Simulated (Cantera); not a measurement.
A diamond (100) surface in a fixed gas of H2 with x(CH4) = 0.0068, x(H) = 0.0028, x(CH3) = 0.00054, at 1075 K; coverages are run to steady state.

Model: the Harris–Goodwin 1993 mechanism for the reconstructed diamond (100) surface, integrated in Cantera.

θ: site fractions in the mechanism's names (c6HH fully hydrogenated, c6H* and c6*H radical sites, c6** diradical, c6HM methylated).

```tsv
P (Pa)	growth (µm/h)	θ c6HH	θ c6H*	θ c6*H	θ c6**	θ c6HM
1200	1.75	0.513	0.0242	0.407	0.0140	0.0277
1900	3.48	0.507	0.0239	0.402	0.0138	0.0354
3000	[?]	0.501	0.0236	0.397	0.0136	[?]
4700	[?]	0.496	0.0234	0.393	0.0135	[?]
7500	20.8	0.492	0.0232	0.389	0.0134	0.0550
12000	35.7	0.489	0.0231	0.387	0.0133	0.0592
19000	59.2	0.487	0.0230	0.385	0.0132	0.0621
29000	93.0	0.485	0.0230	0.383	0.0132	0.0640
```

Problem. Complete the blanks.

Solution. 
- 3000, growth (µm/h): 6.58
- 3000, θ c6HM: 0.0429
- 4700, growth (µm/h): 11.8
- 4700, θ c6HM: 0.0495
